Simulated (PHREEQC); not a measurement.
A solution holds 0.2 mol/kgw Cd(NO3)2, at 25 °C. Closed to the air; pH follows from the charge balance.

The numbers come from PHREEQC with the ion-association model, phreeqc.dat.

Precipitation was switched off in this run.

Task: Predict the pH, ionic strength.

Result: pH 5.41; ionic strength 0.528 mol/kgw.

Task: In which forms is N present?

Result: NO3- 91 %, CdNO3+ 9.0 % of the N.

Complexes and solids missing from the database can't appear.
